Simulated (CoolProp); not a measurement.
Fluoroethane (R161) at several states: density (kg/m³) from the reference equation and from simpler models built on Tc = 375.2 K, pc = 50.10 bar, ω = 0.216; each cubic takes its own stable root.

Computed with CoolProp (reference Helmholtz-energy equation of state, Wu 2012).

```csv
T (K),p (bar),phase,reference
145.7,0.115,liquid,936.3
251.5,36.2,liquid,799.2
395,6.24,gas,9.492
156.3,50,liquid,925.3
259,1.59,gas,3.695
229.4,0.417,gas,1.067
```

**Question.** How far does each simpler model (van der Waals, Redlich-Kwong, Soave-Redlich-Kwong, Peng-Robinson) lie from the reference over these 6 states: mean and median of the absolute difference, and the worst?

**Answer.** 
- van der Waals: mean 31.3 %, median 22.0 %, worst -100.0 % at 145.7 K and 0.115 bar
- Redlich-Kwong: mean 7.9 %, median 7.7 %, worst -16.6 % at 251.5 K and 36.2 bar
- Soave-Redlich-Kwong: mean 7.2 %, median 7.2 %, worst -14.3 % at 251.5 K and 36.2 bar
- Peng-Robinson: mean 1.9 %, median 1.8 %, worst -3.7 % at 145.7 K and 0.115 bar

At some of these states van der Waals gives the other phase, because its saturation line lies elsewhere.
